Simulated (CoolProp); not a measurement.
The numbers come from the reference Helmholtz-energy equation of state, Thol 2019 in CoolProp.

Give the vapour pressure (kPa), vapour density (kg/m³), liquid cp (kJ/(kg K)), surface tension (mN/m) of saturated tetradecamethylhexasiloxane (MD4M) at 518.4, 537.7, 550.6 K.


```json
[
 {"T (K)": "518.4", "p (kPa)": "72.9", "vapour density (kg/m³)": "8.59", "liquid cp (kJ/(kg K))": "2.17", "surface tension (mN/m)": "4.98"},
 {"T (K)": "537.7", "p (kPa)": "113", "vapour density (kg/m³)": "13.3", "liquid cp (kJ/(kg K))": "2.21", "surface tension (mN/m)": "4.06"},
 {"T (K)": "550.6", "p (kPa)": "147", "vapour density (kg/m³)": "17.6", "liquid cp (kJ/(kg K))": "2.24", "surface tension (mN/m)": "3.46"}
]
```

Surface tension comes from a separate correlation (Mulero 2014), older than this fluid's equation and unchecked against measurements.
